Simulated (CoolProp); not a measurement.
Vapour pressure (MPa) of R227EA: the reference equation beside estimates from Tc = 101.8 °C, pc = 2.925 MPa, ω = 0.358. Clausius-Clapeyron is anchored at -67.45 °C with a constant enthalpy of vaporisation of 25.84 kJ/mol.

The numbers come from the reference Helmholtz-energy equation of state, Lemmon 2016 in CoolProp.

```csv
T (°C),reference,Lee-Kesler,Clausius-Clapeyron,van der Waals,Redlich-Kwong,Soave-Redlich-Kwong,Peng-Robinson
-87.85,0.001014,0.0009855,0.001065,0.07515,0.005621,0.001015,0.001120
-82.75,0.001622,0.001576,0.001670,0.09029,0.008182,0.001619,0.001764
-77.65,0.002520,0.002449,0.002556,0.1075,0.01162,0.002509,0.002705
-72.55,0.003811,0.003707,0.003829,0.1269,0.01613,0.003788,0.004043
-67.45,0.005621,0.005478,0.005621,0.1486,0.02193,0.005581,0.005904
-62.35,0.008105,0.007915,0.008102,0.1729,0.02927,0.008042,0.008438
-57.35,0.01137,0.01113,0.01140,0.1992,0.03822,0.01128,0.01175
-52.25,0.01575,0.01546,0.01590,0.2287,0.04939,0.01563,0.01617
-47.15,0.02144,0.02110,0.02184,0.2611,0.06292,0.02128,0.02188
-42.05,0.02871,0.02833,0.02958,0.2965,0.07911,0.02851,0.02915
-36.95,0.03785,0.03745,0.03954,0.3350,0.09826,0.03762,0.03828
-31.85,0.04922,0.04882,0.05222,0.3767,0.1207,0.04895,0.04960
-26.85,0.06287,0.06250,0.06782,0.4209,0.1462,0.06259,0.06316
```

Absolute difference from the reference over all 13 rows, mean and median: Lee-Kesler 2.0 and 2.1 %, Clausius-Clapeyron 2.7 and 1.9 %, van der Waals 2448.1 and 1652.0 %, Redlich-Kwong 257.7 and 236.1 %, Soave-Redlich-Kwong 0.6 and 0.6 %, Peng-Robinson 4.1 and 3.3 %.
